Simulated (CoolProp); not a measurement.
Dimethyl ether along the isotherm 278.4 K: density (kg/m³) from the reference equation and from simpler models built on Tc = 400.4 K, pc = 53.37 bar, ω = 0.196; each cubic takes its own stable root.

Values from CoolProp's reference Helmholtz-energy equation of state, Wu 2011.

```
p (bar)   phase  reference
-------  ------  ---------
35.7     liquid      697.2
71.4     liquid      702.4
107      liquid      707.3
143      liquid      712.0
179      liquid      716.4
214      liquid      720.4
250      liquid      724.4
286      liquid      728.3
321      liquid      731.8
357      liquid      735.4
393      liquid      738.8
429      liquid      742.1
464      liquid      745.2
500      liquid      748.3
```

Task: How far does each simpler model (Redlich-Kwong, Soave-Redlich-Kwong, Peng-Robinson) lie from the reference over these 14 states: mean and median of the absolute difference, and the worst?

Result: 
- Redlich-Kwong: mean 8.8 %, median 8.6 %, worst -10.7 % at 278.4 K and 35.7 bar
- Soave-Redlich-Kwong: mean 7.3 %, median 7.1 %, worst -8.4 % at 278.4 K and 35.7 bar
- Peng-Robinson: mean 4.2 %, median 4.3 %, worst +4.4 % at 278.4 K and 393 bar
